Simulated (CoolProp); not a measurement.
The numbers come from the reference Helmholtz-energy equation of state, Tillner-Roth 1997 in CoolProp.

For CH2F2 (R32), give the phase and the Z, speed of sound (m/s), conductivity (mW/(m K)), fugacity coefficient at 141.65 °C and 3610 kPa; 141.65 °C and 8670 kPa.


- 141.65 °C and 3610 kPa: gas; Z 0.862, speed of sound 257, conductivity 29.4, fugacity coefficient 0.873
- 141.65 °C and 8670 kPa: supercritical; Z 0.652, speed of sound 229, conductivity 40.9, fugacity coefficient 0.716

Thermal conductivity comes from a separate model (Huber 2003), an estimate that may be off by 10 % or more.
